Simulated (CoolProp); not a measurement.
Vapour-liquid equilibrium of sulfur dioxide (1) + toluene (2) at 0.164 MPa; x and y are mole fractions of (1).

Computed with CoolProp (multi-fluid Helmholtz-energy mixture model, Gao 2016 and Lemmon 2006; pair parameters Bell 2016).

```csv
x,bubble temperature (K),y at the bubble point,dew temperature at overall composition x (K),liquid density (mol/L)
0.05,373.6,0.551,399.6,8.834
0.125,344.6,0.840,396.5,9.615
0.2,326.1,0.929,393.2,10.34
0.275,313.5,0.963,389.6,11.07
0.35,304.5,0.979,385.8,11.82
0.425,297.7,0.987,381.6,12.61
0.5,292.5,0.991,377.0,13.47
0.575,288.4,0.994,371.9,14.41
0.65,285.1,0.996,366.0,15.44
0.725,282.3,0.997,359.0,16.59
0.8,279.9,0.998,350.4,17.89
0.875,277.8,0.999,338.7,19.36
0.95,275.7,1.000,319.1,21.06
```

No azeotrope shows between x = 0.05 and 0.95.

The pair parameters rest on a limited set of measurements; away from them the model extrapolates. The gap from Raoult's law changes sign with composition, which may be real or a fault of the pair parameters; it wasn't checked against measurements.
